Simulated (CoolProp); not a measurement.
A simple Rankine cycle with water: condensing at 294.15 K, boiler at 3.66 MPa, turbine inlet 558.3 K, turbine efficiency 0.6, pump efficiency 0.7, no recuperator. Each further row changes one setting.

Values from CoolProp's reference Helmholtz-energy equation of state, Wagner 2002.

```
case                             thermal efficiency (%)  net work (kJ/kg)  heat in (kJ/kg)  turbine exit temperature (K)  volume ratio over the turbine
-------------------------------  ----------------------  ----------------  ---------------  ----------------------------  -----------------------------
as stated                                          22.4        (withheld)             2840                         294.1                     (withheld)
turbine inlet 578.3 K                        (withheld)               652             2890                         294.1                            755
condensing temperature 286.15 K                    23.1        (withheld)             2870                         286.1                     (withheld)
boiler pressure 2.56 MPa                     (withheld)        (withheld)             2880                         294.1                            539
turbine efficiency 0.5                             18.6               529             2840                         294.1                            821
```

Task: Complete the blanks.

Result: 
- as stated, net work (kJ/kg): 636
- as stated, volume ratio over the turbine: 783
- turbine inlet 578.3 K, thermal efficiency (%): 22.5
- condensing temperature 286.15 K, net work (kJ/kg): 665
- condensing temperature 286.15 K, volume ratio over the turbine: 1260
- boiler pressure 2.56 MPa, thermal efficiency (%): 21.6
- boiler pressure 2.56 MPa, net work (kJ/kg): 622

The expansion ends wet for: as stated; turbine inlet 578.3 K; condensing temperature 286.15 K; boiler pressure 2.56 MPa; turbine efficiency 0.5.
